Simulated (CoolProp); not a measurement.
Vapour-liquid equilibrium of R22 (1) + C3F8 (R218) (2) at 205.7 K; x and y are mole fractions of (1).

Computed with CoolProp (multi-fluid Helmholtz-energy mixture model, Kamei 1995 and Lemmon 2006; pair parameters Bell 2016).

Give the bubble pressure and the first vapour's composition at x = 0.05, 0.25, 0.55. Is there an azeotrope?

x = 0.05: 0.02368 MPa, y = 0.204; x = 0.25: 0.03245 MPa, y = 0.504; x = 0.55: 0.03467 MPa, y = 0.586. y crosses x between x = 0.55 and 0.65: the model has an azeotrope there.

Pair parameters are fitted to limited data, so mixtures are less certain than the pure fluids. With so large a gap from Raoult's law the liquid may split in two, which this calculation doesn't test in full.
